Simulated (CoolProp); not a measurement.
Properties of nitrogen at several states.

Computed with CoolProp (reference Helmholtz-energy equation of state, Span 2000).

| T (K) | p (MPa) | phase | density (kg/m³) | cp (kJ/(kg K)) | cv (kJ/(kg K)) | speed of sound (m/s) | Joule-Thomson coefficient (K/MPa) |
|---|---|---|---|---|---|---|---|
| 577 | 8.99 | supercritical | 50.46 | 1.099 | 0.7790 | 512.0 | -0.05708 |
| 956.6 | 0.373 | gas | 1.312 | 1.159 | 0.8615 | 618.8 | -0.5609 |
| 727 | 0.368 | gas | 1.703 | 1.105 | 0.8078 | 544.2 | -0.2782 |
| 311.6 | 0.0443 | gas | 0.4790 | 1.041 | 0.7432 | 359.8 | 1.951 |
| 733.5 | 3.68 | supercritical | 16.65 | 1.113 | 0.8109 | 555.0 | -0.3221 |
